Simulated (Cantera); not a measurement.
# Thermodynamics of silicon carbide growth, feed SiCl₄ + C₃H₈ + H₂

Feed: 1 mol SiCl₄, 0.011 mol C₃H₈, 220 mol H₂, at 1.00 bar.

Method: chemical equilibrium by Gibbs-energy minimisation in Cantera with the NASA 1993 tables (ideal gas, pure condensed phases). Candidate condensed phases: C, C₆H₆, C₇H₈, C₈H₁₈, Si, SiC; 109 gas species. Mutual solubility and eutectic melting of coexisting phases are not modelled. The tables' values for SiCl₃, SiCl are old estimates; treat these amounts as uncertain. Gases not in the tables: Si₂H₆ and higher silanes. Kinetics and transport are ignored.

| T (K) | log p H₂ | log p HCl | log p H | log p SiCl₂ | log p Si | log p SiH₂ | log p SiHCl₃ | n Si(s) | n SiC(s) | n Si(l) |
|---|---|---|---|---|---|---|---|---|---|---|
| 1325 | -0.01 | -1.82 | -5.79 | -3.19 | -10.03 | -6.94 | -3.65 | 0.716 | 0.0282 | 0 |
| 1425 | -0.01 | -1.80 | -5.17 | -3.11 | -8.79 | -6.27 | -4.18 | 0.756 | 0.0287 | 0 |
| 1525 | -0.01 | -1.79 | -4.63 | -3.07 | -7.72 | -5.69 | -4.68 | 0.760 | 0.0291 | 0 |
| 1625 | -0.01 | -1.79 | -4.16 | -3.04 | -6.79 | -5.19 | -5.12 | 0.755 | 0.0294 | 0 |
| 1725 | -0.01 | -1.79 | -3.73 | -3.04 | -5.99 | -4.77 | -5.54 | 0 | 0.0294 | 0.757 |
| 1825 | -0.01 | -1.79 | -3.36 | -3.09 | -5.34 | -4.46 | -5.95 | 0 | 0.0288 | 0.776 |
| 1925 | -0.01 | -1.78 | -3.02 | -3.14 | -4.76 | -4.17 | -6.32 | 0 | 0.0279 | 0.783 |
| 2025 | -0.01 | -1.78 | -2.72 | -3.18 | -4.23 | -3.92 | -6.66 | 0 | 0.0259 | 0.772 |
| 2125 | -0.01 | -1.78 | -2.44 | -3.23 | -3.76 | -3.69 | -6.97 | 0 | 0.0200 | 0.728 |
| 2225 | -0.01 | -1.78 | -2.19 | -3.27 | -3.33 | -3.49 | -7.25 | 0 | 0.00203 | 0.619 |
log p: log10 of the partial pressure in bar; n: condensed amount in mol.

From 1325 K to 1625 K the condensed part is Si(s) + SiC(s). From 1725 K to 2225 K the condensed part is Si(l) + SiC(s). The main Si-bearing gas is SiCl₂ throughout. The share of Si in condensed phases is highest at 1925 K (81.1 %) and lowest at 2225 K (62.1 %).
